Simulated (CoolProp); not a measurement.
A Linde-Hampson liquefier for CF4 (R14): isothermal reversible compression at 290 K from 1 atm to 15 MPa, throttling to 1 atm, return gas leaving the recuperator 0 K below the feed. Each further row changes one setting.

Computed with CoolProp (reference Helmholtz-energy equation of state, Platzer 1990). This equation is an older, rougher fit; its heat capacities, sound speeds and derivatives of the liquid may be far off and weren't checked against measurements.

```csv
case,liquid yield per pass,compression work (kJ/kg of gas)
as stated,?,122
high pressure 30 MPa,?,?
warm-end temperature 320 K,?,?
warm-end gap 5 K,0.264,122
```

Problem. What belongs in the gaps?

Solution. 
- as stated, liquid yield per pass: 0.275
- high pressure 30 MPa, liquid yield per pass: 0.318
- high pressure 30 MPa, compression work (kJ/kg of gas): 138
- warm-end temperature 320 K, liquid yield per pass: 0.197
- warm-end temperature 320 K, compression work (kJ/kg of gas): 141
